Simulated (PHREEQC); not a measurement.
NaOH is added in steps, without added water, to 1 kg of water holding 20 mmol/kgw MnSO4 and 0.38 mmol/kgw CaCl2, at 25 °C. The system is closed to oxygen. The system is closed to CO2. The run lets Gypsum, Portlandite, Pyrochroite, Halite, Mirabilite precipitate or redissolve, and no other solid.

Base run: PHREEQC, ion-association model, wateq4f.dat. Each further column changes one thing. The table gives pH.

```
NaOH added (mol)   base  diluted 5-fold with water  MnSO4 from 0.02 to 0.004 mol/kgw  no solid may form
----------------  -----  -------------------------  --------------------------------  -----------------
0                  6.48                       6.63                              6.63               6.48
0.003583           8.72                       9.07                              9.07              10.31
0.007167           8.75                       9.43                              9.43              10.71
0.01254            8.79                      11.60                             11.60              11.10
0.01613            8.82                      11.85                             11.85              11.30
0.01971            8.86                      12.00                             12.00              11.46
0.02329            8.90                      12.11                             12.11              11.59
0.02687            8.96                      12.20                             12.20              11.68
0.03046            9.03                      12.27                             12.27              11.76
0.03583            9.22                      12.36                             12.36              11.86
0.03942            9.63                      12.41                             12.41              11.91
0.043             11.38                      12.46                             12.45              11.96
```

 In at least one series the solution becomes supersaturated in solids that the run did not let form, among them Pyrochroite.
